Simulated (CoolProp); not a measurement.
Vapour-liquid equilibrium of n-decane (1) + n-dodecane (2) at 149.85 °C; x and y are mole fractions of (1).

Model: multi-fluid Helmholtz-energy mixture model, Lemmon 2006 and Lemmon 2004; pair parameters Bell 2016, in CoolProp.

```csv
x,"bubble pressure, mixture model (MPa)","bubble pressure, Raoult's law (MPa)","y, mixture model","y, Raoult's law"
0.05,0.01691,0.01702,0.147,0.154
0.2,0.02238,0.02260,0.455,0.463
0.35,0.02800,0.02817,0.645,0.650
0.5,0.03367,0.03375,0.771,0.775
0.65,0.03929,0.03933,0.862,0.865
0.8,0.04488,0.04490,0.930,0.932
0.95,0.05046,0.05048,0.984,0.985
```

The largest gap from Raoult's law is -1.0 % in bubble pressure, at x = 0.2. No azeotrope shows between x = 0.05 and 0.95.

Pair parameters are fitted to limited data, so mixtures are less certain than the pure fluids.
